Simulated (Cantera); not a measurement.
Cantera run, input and output.

```python
import numpy as np
import cantera as ct

gas = ct.Solution("h2o2.yaml")
gas.TPX = 975, 500000, {'H2': 1, 'O2': 0.59, 'N2': 5.53}
reactor = ct.IdealGasReactor(gas, energy="on", clone=False)
net = ct.ReactorNet([reactor])
net.rtol, net.atol = 1e-08, 1e-16
show = ['H2', 'O2', 'H2O2', 'O', 'OH']
times = np.geomspace(8e-06, 3, 13)

steps = ct.SolutionArray(gas, extra=["t"])
rows = []
print(f"{'t/s':>10s}{'T/K':>9s}{'P/Pa':>11s}" + "".join(f"{s:>11s}" for s in show))
for t in times:
    while net.time < t:
        t_next = net.step()
        steps.append(gas.state, t=t_next)
    rows.append([np.interp(t, steps.t, y) for y in (steps.T, steps.P, *steps(*show).X.T)])
    print(f"{t:10.3e}{rows[-1][0]:9.1f}{rows[-1][1]:11.4g}" + "".join(f"{x:11.3e}" for x in rows[-1][2:]))
rate = np.gradient(steps.T, steps.t)
print("integrator steps:", len(steps.t))
if steps.T.max() > steps.T[0] + 200:
    print(f"time of steepest temperature rise: {steps.t[rate.argmax()]:.4e} s")
gas.TPX = 975, 500000, {'H2': 1, 'O2': 0.59, 'N2': 5.53}
gas.equilibrate("UV")
print(f"equilibrium (UV): T = {gas.T:.1f} K  " + "  ".join(f"{s} {gas[s].X[0]:.3e}" for s in show))
```

Result:

```
       t/s      T/K       P/Pa         H2         O2       H2O2          O         OH
 8.000e-06    975.0      5e+05  1.404e-01  8.287e-02  5.384e-13  2.133e-12  6.399e-13
 2.331e-05    975.0      5e+05  1.404e-01  8.287e-02  4.961e-12  2.168e-12  6.505e-13
 6.794e-05    975.0      5e+05  1.404e-01  8.287e-02  4.391e-11  2.259e-12  6.796e-13
 1.980e-04    975.0      5e+05  1.404e-01  8.287e-02  3.717e-10  2.536e-12  7.793e-13
 5.769e-04    975.0      5e+05  1.404e-01  8.287e-02  3.140e-09  3.479e-12  1.202e-12
 1.681e-03    975.0      5e+05  1.404e-01  8.287e-02  2.717e-08  7.647e-12  3.666e-12
 4.899e-03    975.0      5e+05  1.404e-01  8.286e-02  3.304e-07  4.524e-11  3.037e-11
 1.428e-02    975.5  5.002e+05  1.404e-01  8.282e-02  1.742e-05  1.327e-09  1.354e-09
 4.160e-02   2243.9  1.071e+06  5.940e-04  1.333e-02  2.158e-07  1.261e-04  2.015e-03
 1.212e-01   2243.9  1.071e+06  5.940e-04  1.333e-02  2.158e-07  1.261e-04  2.015e-03
 3.533e-01   2243.9  1.071e+06  5.940e-04  1.333e-02  2.158e-07  1.261e-04  2.015e-03
 1.029e+00   2243.9  1.071e+06  5.940e-04  1.333e-02  2.158e-07  1.261e-04  2.015e-03
 3.000e+00   2243.9  1.071e+06  5.940e-04  1.333e-02  2.158e-07  1.261e-04  2.015e-03
integrator steps: 1538
time of steepest temperature rise: 3.3767e-02 s
equilibrium (UV): T = 2243.9 K  H2 5.940e-04  O2 1.333e-02  H2O2 2.158e-07  O 1.261e-04  OH 2.015e-03
```

Cantera simulation using the H2/O2 subset of GRI-Mech 3.0, which has no nitrogen chemistry; the numbers are that mechanism's predictions, not measurements. The hydrogen kinetics of GRI-Mech 3.0 are dated; newer H2 mechanisms differ, most at raised pressure.
